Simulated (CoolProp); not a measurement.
Model: reference Helmholtz-energy equation of state, Lemmon 2016, in CoolProp.

Task: Give the vapour pressure (MPa), liquid cp (kJ/(kg K)), vapour Z, surface tension (mN/m) of saturated R365MFC at 126.45 °C.

Result: 
```json
[
 {"T (°C)": "126.45", "p (MPa)": "1.06", "liquid cp (kJ/(kg K))": "1.69", "vapour Z": "0.763", "surface tension (mN/m)": "4.58"}
]
```

Surface tension comes from a separate correlation (Mulero 2012).
